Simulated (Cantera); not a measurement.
Feed: 1 mol FeS2, 0.18 mol H2S, 0.55 mol O2, 0.25 mol SO2, equilibrated at 477 °C and 4.40 bar.

These are equilibrium values from Cantera (NASA tables, ideal gas, pure condensed phases), not measurements of a reactor. Candidate condensed phases: Fe, FeO, Fe(OH)2, Fe(OH)3, FeS, FeSO4, FeS2, Fe2O3, Fe2(SO4)3, Fe3O4, H2O, H2SO4, S; 22 gas species. Gases not in the tables: S3 to S7. Kinetics and transport are ignored.

Base state: SO2 0.780, H2O 0.219, H2S 0.000566, S2 0.000174, S2O 0.000132 (mole fractions); condensed: FeS2(s) + Fe3O4(s).

What changes in the equilibrium state with this change: temperature from 477 °C to 1527 °C?


| species | before | after |
|---|---|---|
| SO2 | 0.780 | 0.562 |
| S2 | 0.000174 | 0.258 |
| H2O | 0.219 | 0.123 |
| SO | 3.52e-8 | 0.0160 |
| S2O | 0.000132 | 0.0186 |
| H2S | 0.000566 | 0.0109 |
| SH | 1.11e-9 | 0.00216 |
| S | <1e-9 | 0.000180 |
| H | <1e-9 | 1.66e-5 |
| FeS2(s), mol | 0.895 | 0 |
| Fe3O4(s), mol | 0.0351 | 0 |
| FeS(l), mol | 0 | 1.000 |
FeS: taken at fixed stoichiometry.
